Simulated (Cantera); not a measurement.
Cantera run, input and output.

```python
import numpy as np
import cantera as ct

gas = ct.Solution("SiF4_NH3_mec.yaml", "gas")
gas.TPX = 2173, 81000, {'NH3': 1, 'H2': 1.1}
reactor = ct.IdealGasConstPressureReactor(gas, energy="off", clone=False)
net = ct.ReactorNet([reactor])
net.rtol, net.atol = 1e-08, 1e-18
show = ['NH3', 'H2', 'NH', 'N2', 'H']
times = np.geomspace(1e-05, 2, 11)

steps = ct.SolutionArray(gas, extra=["t"])
rows = []
print(f"{'t/s':>10s}{'T/K':>9s}{'P/Pa':>11s}" + "".join(f"{s:>11s}" for s in show))
for t in times:
    while net.time < t:
        t_next = net.step()
        steps.append(gas.state, t=t_next)
    rows.append([np.interp(t, steps.t, y) for y in (steps.T, steps.P, *steps(*show).X.T)])
    print(f"{t:10.3e}{rows[-1][0]:9.1f}{rows[-1][1]:11.4g}" + "".join(f"{x:11.3e}" for x in rows[-1][2:]))
rate = np.gradient(steps.T, steps.t)
print("integrator steps:", len(steps.t))
if steps.T.max() > steps.T[0] + 200:
    print(f"time of steepest temperature rise: {steps.t[rate.argmax()]:.4e} s")
gas.TPX = 2173, 81000, {'NH3': 1, 'H2': 1.1}
gas.equilibrate("TP")
print(f"equilibrium (TP): T = {gas.T:.1f} K  " + "  ".join(f"{s} {gas[s].X[0]:.3e}" for s in show))
```

Result:

```
       t/s      T/K       P/Pa        NH3         H2         NH         N2          H
 1.000e-05   2173.0    8.1e+04  4.757e-01  5.238e-01  1.859e-06  2.601e-07  1.222e-04
 3.389e-05   2173.0    8.1e+04  4.746e-01  5.239e-01  1.729e-05  5.628e-05  3.735e-04
 1.149e-04   2173.0    8.1e+04  4.696e-01  5.267e-01  4.027e-05  1.452e-03  5.860e-04
 3.893e-04   2173.0    8.1e+04  4.522e-01  5.382e-01  4.036e-05  7.368e-03  6.094e-04
 1.320e-03   2173.0    8.1e+04  3.991e-01  5.733e-01  3.913e-05  2.540e-02  6.749e-04
 4.472e-03   2173.0    8.1e+04  2.695e-01  6.590e-01  3.514e-05  6.942e-02  8.789e-04
 1.516e-02   2173.0    8.1e+04  8.629e-02  7.800e-01  2.458e-05  1.317e-01  1.502e-03
 5.137e-02   2173.0    8.1e+04  3.393e-03  8.326e-01  6.686e-06  1.598e-01  4.154e-03
 1.741e-01   2173.0    8.1e+04  2.169e-04  8.340e-01  6.010e-07  1.608e-01  4.923e-03
 5.901e-01   2173.0    8.1e+04  4.988e-05  8.341e-01  1.385e-07  1.609e-01  4.929e-03
 2.000e+00   2173.0    8.1e+04  1.413e-05  8.342e-01  3.924e-08  1.609e-01  4.929e-03
integrator steps: 1451
equilibrium (TP): T = 2173.0 K  NH3 3.817e-06  H2 8.342e-01  NH 1.060e-08  N2 1.609e-01  H 4.929e-03
```

Cantera simulation using the gas-phase N/H chemistry of the illustrative SiF4/NH3 mechanism in the Surface Chemkin manual (1991); the numbers are that mechanism's predictions, not measurements. Walls and surfaces, which speed up NH3 decomposition in real reactors, are not modelled.
